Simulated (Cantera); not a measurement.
Feed: 1 mol Al(CH3)3, a varied amount of H2O, 150 mol N2, at 1925 K and 0.000240 bar.

These are equilibrium values from Cantera (NASA tables, ideal gas, pure condensed phases), not measurements of a reactor. Candidate condensed phases: Al, AlN, Al2O3, C, C6H6, C7H8, C8H18, H2O; 148 gas species. The feed counts by its element totals alone. The tables' values for AlOH are old estimates; treat these amounts as uncertain. Equilibrium is a limit: real reactors are often held back by kinetics, nucleation or transport.

x: gas mole fraction; n: condensed amount in mol.

```json
[
 {"n(H2O) (mol)": "2.4", "x N2": "0.929", "x H2O": "2.05e-11", "x H2": "0.0359", "x CO": "0.0149", "x H": "0.0117", "x Al": "?", "n C(graphite)": "0.257", "n Al2O3(s)": "0"},
 {"n(H2O) (mol)": "3.7", "x N2": "0.922", "x H2O": "2.00e-5", "x H2": "0.0439", "x CO": "0.0184", "x H": "0.0129", "x Al": "?", "n C(graphite)": "0", "n Al2O3(s)": "0.211"},
 {"n(H2O) (mol)": "5.7", "x N2": "0.913", "x H2O": "0.00654", "x H2": "0.0486", "x CO": "0.0177", "x H": "0.0136", "x Al": "?", "n C(graphite)": "0", "n Al2O3(s)": "0.500"},
 {"n(H2O) (mol)": "8.8", "x N2": "0.895", "x H2O": "0.0231", "x H2": "0.0492", "x CO": "0.0161", "x H": "0.0137", "x Al": "?", "n C(graphite)": "0", "n Al2O3(s)": "0.500"},
 {"n(H2O) (mol)": "13", "x N2": "0.873", "x H2O": "0.0448", "x H2": "0.0496", "x CO": "0.0144", "x H": "0.0137", "x Al": "?", "n C(graphite)": "0", "n Al2O3(s)": "0.500"},
 {"n(H2O) (mol)": "21", "x N2": "0.833", "x H2O": "0.0837", "x H2": "0.0500", "x CO": "0.0120", "x H": "0.0138", "x Al": "?", "n C(graphite)": "0", "n Al2O3(s)": "0.500"},
 {"n(H2O) (mol)": "32", "x N2": "0.783", "x H2O": "0.132", "x H2": "0.0501", "x CO": "0.00972", "x H": "0.0138", "x Al": "?", "n C(graphite)": "0", "n Al2O3(s)": "0.500"}
]
```

Q: Some entries are withheld; supply them.

A: 
- 2.4, x Al: 0.00620
- 3.7, x Al: 0.00279
- 5.7, x Al: 5.52e-7
- 8.8, x Al: 8.43e-8
- 13, x Al: 3.16e-8
- 21, x Al: 1.25e-8
- 32, x Al: 6.36e-9
